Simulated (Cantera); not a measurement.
An adiabatic, constant-volume homogeneous reactor starts with CH4 : O2 : N2 = 1 : 1.43 : 5.37 (molar parts), at 1325 K and 0.810 bar.

Detailed kinetics in Cantera: GRI-Mech 3.0 (53 species, 325 reactions).

Predict: time of steepest temperature rise; temperature at 6.00 s; equilibrium temperature; x(O2) at 6.00 s; x(HO2) at 6.00 s; x(NO) at 6.00 s; x(N2O) at 6.00 s.


```
Item                                                                 Value
---------------------------------  ---------------------------------------
time of steepest temperature rise                                  11.3 ms
temperature at 6.00 s                                               2857 K
equilibrium temperature                                             2857 K
x(O2) at 6.00 s                    0.00280 (gas-phase equilibrium 0.00280)
x(HO2) at 6.00 s                   1.88e-6 (gas-phase equilibrium 1.88e-6)
x(NO) at 6.00 s                    0.00411 (gas-phase equilibrium 0.00411)
x(N2O) at 6.00 s                   2.85e-7 (gas-phase equilibrium 2.85e-7)
```
